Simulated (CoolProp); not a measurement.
Values from CoolProp's reference Helmholtz-energy equation of state, Lemmon 2005. It is a short technical equation, of lower accuracy than the large ones.

Question: Give the vapour pressure (MPa), liquid density (kg/m³), vapour density (kg/m³), enthalpy of vaporisation (kJ/kg) of saturated isobutene at 297.2 K.

Answer: 
```json
[
 {"T (K)": "297.2", "p (MPa)": "0.296", "liquid density (kg/m³)": "590", "vapour density (kg/m³)": "7.37", "enthalpy of vaporisation (kJ/kg)": "360"}
]
```
